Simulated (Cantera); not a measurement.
A closed system holds: 1 mol B2O3, 17 mol H2O, a varied amount of N2, at 1575 °C and 0.100 bar.

Cantera equilibrium calculation (NASA polynomials, part measured and part estimated; ideal gas, pure solids and liquids). Candidate condensed phases: B, BN, B2O3, B3O3H3, H2O; 39 gas species. Kinetics and transport are ignored.

**Question.** At 87 mol N2, list the 5 most abundant gas species with their mole fractions, and the condensed phases.

**Answer.** N2 0.828, H2O 0.151, HBO2 0.0186, H2 0.00165, O2 0.000575. Condensed: gas only.
